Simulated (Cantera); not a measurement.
A diamond (100) surface in a fixed gas of H2 with x(CH4) = 0.0058, x(H) = 0.0073, x(CH3) = 0.00021, at 1275 K; coverages are run to steady state.

Model: the Harris–Goodwin 1993 mechanism for the reconstructed diamond (100) surface, integrated in Cantera.

θ: site fractions in the mechanism's names (c6HH fully hydrogenated, c6H* and c6*H radical sites, c6** diradical, c6HM methylated).

```tsv
P (Pa)	growth (µm/h)	θ c6HH	θ c6H*	θ c6*H	θ c6**	θ c6HM
340	___	0.396	0.0464	0.517	0.0402	5.46e-5
600	___	0.396	0.0464	0.517	0.0402	9.77e-5
1000	___	0.396	0.0464	0.517	0.0402	0.000163
1800	___	0.396	0.0464	0.517	0.0402	0.000289
3100	___	0.395	0.0464	0.517	0.0402	0.000483
5400	___	0.395	0.0464	0.516	0.0401	0.000793
9300	___	0.395	0.0464	0.516	0.0401	0.00124
16000	___	0.395	0.0465	0.515	0.0401	0.00185
```

### Question
Complete the blanks.

### Answer

- 340, growth (µm/h): 0.0834
- 600, growth (µm/h): 0.166
- 1000, growth (µm/h): 0.313
- 1800, growth (µm/h): 0.671
- 3100, growth (µm/h): 1.42
- 5400, growth (µm/h): 3.20
- 9300, growth (µm/h): 7.31
- 16000, growth (µm/h): 16.7
